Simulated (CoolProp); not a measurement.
A Linde-Hampson liquefier for CF4 (R14): isothermal reversible compression at 320 K from 1 atm to 20 MPa, throttling to 1 atm, return gas leaving the recuperator 5 K below the feed. Each further row changes one setting.

The numbers come from the reference Helmholtz-energy equation of state, Platzer 1990 in CoolProp. This equation is an older, rougher fit; its heat capacities, sound speeds and derivatives of the liquid may be far off and weren't checked against measurements.

```csv
case,liquid yield per pass,compression work (kJ/kg of gas)
as stated,[?],148
high pressure 40 MPa,[?],[?]
warm-end temperature 350 K,0.160,[?]
warm-end gap 10 K,[?],148
```

Problem. What belongs in the gaps?

Solution. 
- as stated, liquid yield per pass: 0.214
- high pressure 40 MPa, liquid yield per pass: 0.242
- high pressure 40 MPa, compression work (kJ/kg of gas): 169
- warm-end temperature 350 K, compression work (kJ/kg of gas): 166
- warm-end gap 10 K, liquid yield per pass: 0.202
